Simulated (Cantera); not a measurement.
What does this Cantera script print?

```python
import numpy as np
import cantera as ct

gas = ct.Solution("h2o2.yaml")
gas.TPX = 675, 380000, {'H2': 1, 'O2': 0.532, 'N2': 1.49}
flame = ct.FreeFlame(gas, width=0.016)
flame.set_refine_criteria(ratio=3, slope=0.08, curve=0.16)
flame.transport_model = "mixture-averaged"
flame.solve(loglevel=0, auto=True)
flame.transport_model = "multicomponent"
flame.soret_enabled = False
flame.solve(loglevel=0, refine_grid=True)
z, T = flame.grid, flame.T
thick = (T[-1] - T[0]) / np.gradient(T, z).max()
show = ['H2', 'O2', 'H2O2', 'OH', 'H', 'O']
print(f"laminar burning velocity  {flame.velocity[0] * 100:.3f} cm/s")
print(f"burnt temperature         {T[-1]:.1f} K")
print(f"thermal thickness         {thick * 1e3:.4f} mm")
print(f"grid points               {len(z)}")
z0 = z[flame.heat_release_rate.argmax()]
print(f"{'z/mm':>9s}{'T/K':>9s}{'u/(m/s)':>9s}" + "".join(f"{s:>11s}" for s in show))
rows = []
for k in (-3, -2, -1.5, -1, -0.5, -0.25, 0, 0.25, 0.5, 1, 2, 4, 8):
    zz = z0 + k * thick
    rows.append([k * thick, np.interp(zz, z, T), np.interp(zz, z, flame.velocity),
                 *(np.interp(zz, z, flame.X[gas.species_index(s)]) for s in show)])
    print(f"{rows[-1][0] * 1e3:9.3f}{rows[-1][1]:9.1f}{rows[-1][2]:9.3f}" + "".join(f"{x:11.3e}" for x in rows[-1][3:]))
```

Output:

```
laminar burning velocity  1134.913 cm/s
burnt temperature         2761.7 K
thermal thickness         0.0793 mm
grid points               126
     z/mm      T/K  u/(m/s)         H2         O2       H2O2         OH          H          O
   -0.238    675.0   11.349  3.309e-01  1.760e-01  1.293e-14  3.674e-16  1.174e-15  6.860e-15
   -0.159    675.0   11.349  3.309e-01  1.760e-01  4.774e-13  3.900e-14  1.997e-13  7.261e-13
   -0.119    675.0   11.349  3.309e-01  1.760e-01  2.160e-11  3.115e-12  4.192e-11  5.686e-11
   -0.079    675.1   11.349  3.308e-01  1.761e-01  2.203e-09  5.120e-10  2.414e-08  6.543e-09
   -0.040    695.2   11.612  3.254e-01  1.766e-01  5.586e-06  5.420e-05  1.347e-04  1.095e-05
   -0.020    939.5   15.233  2.860e-01  1.711e-01  4.266e-05  1.385e-03  5.532e-03  5.651e-04
    0.000   1438.7   22.376  1.742e-01  1.267e-01  1.510e-05  6.537e-03  3.234e-02  6.670e-03
    0.020   1802.1   27.561  8.341e-02  6.627e-02  4.415e-06  1.719e-02  5.068e-02  1.436e-02
    0.040   1988.3   30.158  5.836e-02  4.435e-02  2.726e-06  2.373e-02  4.783e-02  1.626e-02
    0.079   2185.3   32.758  5.055e-02  3.536e-02  1.708e-06  2.781e-02  3.613e-02  1.424e-02
    0.159   2376.8   35.149  4.494e-02  3.049e-02  1.232e-06  2.884e-02  2.413e-02  1.056e-02
    0.317   2548.9   37.205  3.738e-02  2.606e-02  1.031e-06  2.756e-02  1.474e-02  7.159e-03
    0.634   2679.2   38.708  2.970e-02  2.244e-02  1.024e-06  2.494e-02  8.804e-03  4.751e-03
```

Computed with Cantera and the H2/O2 subset of GRI-Mech 3.0, which has no nitrogen chemistry. The hydrogen kinetics of GRI-Mech 3.0 are dated; newer H2 mechanisms differ, most at raised pressure. Burning velocities carry a grid error of a few per cent, more on coarse grids.
